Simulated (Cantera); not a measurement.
An adiabatic, constant-volume homogeneous reactor starts with CH4 : O2 : N2 = 1 : 3.57 : 18.6 (molar parts), equivalence ratio 0.56, at 1600 K and 500000 Pa. Integrator tolerance rtol = 1e-08.

Cantera simulation using GRI-Mech 3.0 (53 species, 325 reactions); the numbers are that mechanism's predictions, not measurements.

Problem. What does this change do: constant pressure in place of constant volume?

Solution. 
```json
[
 {"quantity": "time of steepest temperature rise", "before": "0.137 ms", "after": "0.144 ms"},
 {"quantity": "temperature at 0.500 s", "before": "2602 K", "after": "2429 K"},
 {"quantity": "equilibrium temperature", "before": "2602 K", "after": "2429 K"},
 {"quantity": "x(CH4) at 0.500 s", "before": "<1e-12 (gas-phase equilibrium <1e-12)", "after": "<1e-12 (gas-phase equilibrium <1e-12)"},
 {"quantity": "x(O2) at 0.500 s", "before": "0.0596 (gas-phase equilibrium 0.0596)", "after": "0.0614 (gas-phase equilibrium 0.0614)"},
 {"quantity": "x(H) at 0.500 s", "before": "0.000456 (gas-phase equilibrium 0.000456)", "after": "0.000206 (gas-phase equilibrium 0.000206)"},
 {"quantity": "x(CH2) at 0.500 s", "before": "<1e-12 (gas-phase equilibrium <1e-12)", "after": "<1e-12 (gas-phase equilibrium <1e-12)"},
 {"quantity": "x(C2H) at 0.500 s", "before": "<1e-12 (gas-phase equilibrium <1e-12)", "after": "<1e-12 (gas-phase equilibrium <1e-12)"},
 {"quantity": "x(NO2) at 0.500 s", "before": "1.78e-5 (gas-phase equilibrium 1.78e-5)", "after": "1.28e-5 (gas-phase equilibrium 1.28e-5)"}
]
```
